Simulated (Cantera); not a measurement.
A perfectly stirred reactor is fed with 12.2 % CH3OH, 18.5 % O2, 69.3 % N2, at 760 Torr; it is adiabatic with a 473 K inlet, and is followed from long to short residence time, starting on the burning branch (τ in s: 0.15, 0.07, 0.032, 0.014, 0.0066, 0.003, 0.0014, 0.00062, 0.00028, 0.00013, 5.8e-05, 2.6e-05, 1.2e-05).

Detailed kinetics in Cantera: GRI-Mech 3.0 (53 species, 325 reactions). GRI-Mech 3.0 was tuned for natural gas; its chemistry of methanol as a main component is partial and can be far from experiment.

One state of this run: T (K) = 2011; x CH3OH = 3.84e-5; x O2 = 0.0230; x C2H2 = 2.04e-9; x HO2 = 9.66e-6; x C2H4 = 1.33e-9; x N2O = 1.10e-7; x CH2CO = 1.43e-8. x: mole fraction; the columns are a selection and need not sum to one.

### Question
Which value of τ (s) does it belong to?
A. 1.2e-5
B. 0.00062
C. 0.0014
D. 0.070

### Answer
B, 0.00062
